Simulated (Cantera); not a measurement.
## Tantalum, niobium, vanadium and zirconium in process gases: Ta + H₂O + H₂

Input: 1 mol Ta, 0.58 mol H₂O, a varied amount of H₂, held at 1 atm.

These are equilibrium values from Cantera (NASA tables, ideal gas, pure condensed phases), not measurements of a reactor. Candidate condensed phases: H₂O, Ta, Ta₂O₅; 12 gas species. Mutual solubility and eutectic melting of coexisting phases are not modelled. Condensed phases not in the tables: N, O or C dissolved in the metal. Kinetics and transport are ignored.

Q: Map the stable condensed phases over T = 1552, 1627, 1702, 1777, 1852, 1927, 2002, 2077, 2152 °C and n(H₂) in mol = 3.7, 5.5, 8.2, 12, 18, 27, 40, 60, 89, 130, 200, 290.

A: 
```
T in °C \ n(H₂) in mol
         3.7 5.5 8.2  12  18  27  40  60  89 130 200 290
   2152    A   A   A   A   A   A   A   A   B   B   B   B
   2077    A   A   A   A   A   A   A   A   A   B   B   B
   2002    A   A   A   A   A   A   A   A   A   B   B   B
   1927    A   A   A   A   A   A   A   A   A   A   B   B
   1852    A   A   A   A   A   A   A   A   A   A   B   B
   1777    A   A   A   A   A   A   A   A   A   A   A   B
   1702    A   A   A   A   A   A   A   A   A   A   A   A
   1627    A   A   A   A   A   A   A   A   A   A   A   A
   1552    A   A   A   A   A   A   A   A   A   A   A   A
```
A: Ta + Ta₂O₅; B: Ta.
